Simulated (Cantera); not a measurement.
A closed system holds: 1 mol B2H6, 28 mol N2, at 677 °C and 0.850 bar.

Cantera equilibrium calculation (NASA polynomials, part measured and part estimated; ideal gas, pure solids and liquids). Candidate condensed phases: B, BN; 15 gas species. The feed counts by its element totals alone. N2 is the only nitrogen source here; it is nearly inert below about 1500 K, so the nitride shown seldom forms there in practice. Kinetics and transport are ignored.

### Question
What is the equilibrium state?

### Answer
| Item | Result |
|---|---|
| x(N2) | 0.900 |
| x(H2) | 0.1000 |
| x(NH3) | 2.10e-5 |
| n(BN(s)) | 2.00 mol |
| gas amount | 30.00 mol |
| log10 activity of B(s) (absent) | -9.13 |
